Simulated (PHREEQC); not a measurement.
Solution (20 °C): 0.89 mol/kgw KCl, 0.036 mol/kgw Na2SO4 and 0.65 mol/kgw LiCl. Closed to the air; pH follows from the charge balance.

Model: Pitzer model, pitzer.dat, run in PHREEQC.

Precipitation was switched off in this run.

Q: Estimate the activity of water, density.

A: activity of water 0.946; density 1.056 g/cm³.
